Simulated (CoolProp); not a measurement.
A closed Brayton cycle with carbon dioxide: compressor inlet 324.15 K and 7.7 MPa, high pressure 16.7 MPa, turbine inlet 695 K, compressor efficiency 0.85, turbine efficiency 0.9, recuperator effectiveness 0.8 (on enthalpy, no pinch check). Each further row changes one setting.

Model: reference Helmholtz-energy equation of state, Span 1996, in CoolProp.

```csv
case,thermal efficiency (%),net work (kJ/kg),compressor to turbine work,compressor exit (K),turbine exit (K)
as stated,23.2,45.3,0.47,390.5,611.0
turbine inlet 645 K,21.4,38.0,0.51,390.5,564.3
compressor inlet 334.15 K,22.1,40.7,0.52,404.2,611.0
high pressure 14.2 MPa,21.3,37.8,0.44,376.1,628.4
recuperator effectiveness 0.5,16.7,45.3,0.47,390.5,611.0
```
